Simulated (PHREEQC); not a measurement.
Make-up at 25 °C: 0.0011 mol HF and 3e-05 mol NH4F per kg of water. Closed to the air; pH follows from the charge balance.

Equilibrium calculation in PHREEQC: ion-association model, wateq4f.dat.

No solid was allowed to form.

### Question
Estimate the pH.

### Answer
pH 3.24.

### Question
In which forms is F present?

### Answer
F- 54 %, HF 45 % of the F.
